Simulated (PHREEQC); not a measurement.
A made-up water analysis in mg/L, 25 °C, pH 6.02, pe -1.2: Na 0.0186; K 6.76e-06; Ca 0.0314; Mg 0.0049; Cl 0.0655; S(6) as SO4 0.00648; Alkalinity as HCO3 0.0474; F 1.36e-05; N(-3) as NH4 0.000265.

Valence states are taken as typed.

The numbers come from PHREEQC with the ion-association model, phreeqc.dat.

```yaml
ionic_strength: 4.79e-6 mol/kgw
charge_balance_error: 0.5 %
```

| species | molality | activity | log γ |
|---|---|---|---|
| CO2 | 3.69e-6 | 3.69e-6 | 0.000 |
| Cl- | 1.85e-6 | 1.84e-6 | -0.001 |
| HCO3- | 1.72e-6 | 1.72e-6 | -0.001 |
| H+ | 9.57e-7 | 9.55e-7 | -0.001 |
| Na+ | 8.09e-7 | 8.07e-7 | -0.001 |
| Ca+2 | 7.83e-7 | 7.75e-7 | -0.004 |
| Mg+2 | 2.01e-7 | 2.00e-7 | -0.004 |

This is a speciation only: nothing precipitates in the calculation.
